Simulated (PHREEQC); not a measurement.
## Copper plating or etch bath: an equilibrium model

Make-up at 25 °C: 2.6 mmol/kgw CuSO4 and 0.063 mmol/kgw NaCl. It is in equilibrium with CO2 at log p = -1 (atm). Otherwise closed; pH follows from the charge balance.

The numbers come from PHREEQC with the ion-association model, phreeqc.dat.

| Quantity | Value |
|---|---|
| pH | 4.31 |
| ionic strength | 0.00869 mol/kgw |
| specific conductance | 534 µS/cm |

```tsv
species	molality	activity	log γ
CO2	0.00339	0.00340	0.001
SO4-2	0.00215	0.00147	-0.165
Cu+2	0.00213	0.00147	-0.161
CuSO4	0.000441	0.000442	0.001
Cl-	6.27e-5	5.69e-5	-0.043
Na+	6.25e-5	5.68e-5	-0.042
```

No solid was allowed to form.
